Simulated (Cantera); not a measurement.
A perfectly stirred reactor is fed with H₂ : O₂ = 0.12 : 1 (molar parts), at 0.0270 bar; it is held at 1450 K, and followed from long to short residence time.

Model: the H2/O2 subset of GRI-Mech 3.0, which has no nitrogen chemistry, integrated in Cantera. Radical loss at walls, strong at low pressure, is not modelled. The temperature is held fixed by assumption; the heat of reaction is taken as removed at once.

**Question.** What does this change do: H2 0.12 to 0.066 parts?

**Answer.** 
```tsv
quantity	before	after
x(H₂) at τ = 1.60 s	0.000139	7.98e-5
x(O₂) at τ = 1.60 s	0.884	0.933
x(HO₂) at τ = 1.60 s	1.30e-6	8.53e-7
x(H₂O₂) at τ = 1.60 s	5.21e-8	3.23e-8
x(H) at τ = 1.60 s	0.000101	7.47e-5
x(H₂) at τ = 0.120 s	0.000712	0.000386
x(O₂) at τ = 0.120 s	0.874	0.924
x(HO₂) at τ = 0.120 s	3.64e-6	2.28e-6
x(H₂O₂) at τ = 0.120 s	1.14e-7	6.87e-8
x(H) at τ = 0.120 s	0.00124	0.000849
```

**Question.** What does this change do: pressure from 0.0270 bar to 0.0140 bar?

**Answer.** 
```json
[
 {"quantity": "x(H₂) at τ = 1.60 s", "before": "0.000139", "after": "0.000296"},
 {"quantity": "x(O₂) at τ = 1.60 s", "before": "0.884", "after": "0.881"},
 {"quantity": "x(HO₂) at τ = 1.60 s", "before": "1.30e-6", "after": "1.20e-6"},
 {"quantity": "x(H₂O₂) at τ = 1.60 s", "before": "5.21e-8", "after": "4.21e-8"},
 {"quantity": "x(H) at τ = 1.60 s", "before": "0.000101", "after": "0.000370"},
 {"quantity": "x(H₂) at τ = 0.120 s", "before": "0.000712", "after": "0.00137"},
 {"quantity": "x(O₂) at τ = 0.120 s", "before": "0.874", "after": "0.861"},
 {"quantity": "x(HO₂) at τ = 0.120 s", "before": "3.64e-6", "after": "2.61e-6"},
 {"quantity": "x(H₂O₂) at τ = 0.120 s", "before": "1.14e-7", "after": "8.00e-8"},
 {"quantity": "x(H) at τ = 0.120 s", "before": "0.00124", "after": "0.00388"}
]
```

**Question.** What does this change do: pressure from 0.0270 bar to 0.00430 bar?

**Answer.** 
```csv
quantity,before,after
x(H₂) at τ = 1.60 s,0.000139,0.00114
x(O₂) at τ = 1.60 s,0.884,0.864
x(HO₂) at τ = 1.60 s,1.30e-6,7.69e-7
x(H₂O₂) at τ = 1.60 s,5.21e-8,2.41e-8
x(H) at τ = 1.60 s,0.000101,0.00322
x(H₂) at τ = 0.120 s,0.000712,0.00302
x(O₂) at τ = 0.120 s,0.874,0.826
x(HO₂) at τ = 0.120 s,3.64e-6,1.00e-6
x(H₂O₂) at τ = 0.120 s,1.14e-7,3.09e-8
x(H) at τ = 0.120 s,0.00124,0.0145
```
